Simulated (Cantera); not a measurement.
Charge: 1 mol C₃H₈, 0.27 mol H₂O, 0.3 mol N₂, 0.84 mol NH₃, equilibrated at 2625 K and 133 Pa.

These are equilibrium values from Cantera (NASA tables, ideal gas, pure condensed phases), not measurements of a reactor. Equilibrium is a limit: real reactors are often held back by kinetics, nucleation or transport.

```tsv
species	before	after
H	0.606	0.704
H₂	0.272	0.172
N₂	0.0681	0.0610
CO	0.0287	0.0262
HCN	0.0130	0.0121
C₅	1.18e-5	6.50e-5
C₄	2.38e-6	1.27e-5
C₂	0.000224	0.000861
C₃	0.00237	0.00895
C	0.000641	0.00208
CH	1.11e-5	2.34e-5
C(graphite), mol	2.38	2.09
```
Gas species are given as mole fractions.

**Question.** What was changed between the two runs?
A. N₂ from 0.3 to 5.2 mol
B. temperature from 2625 K to 2723.15 K
C. temperature from 2625 K to 1700 K
D. temperature from 2625 K to 2873 K

**Answer.** B, temperature from 2625 K to 2723.15 K
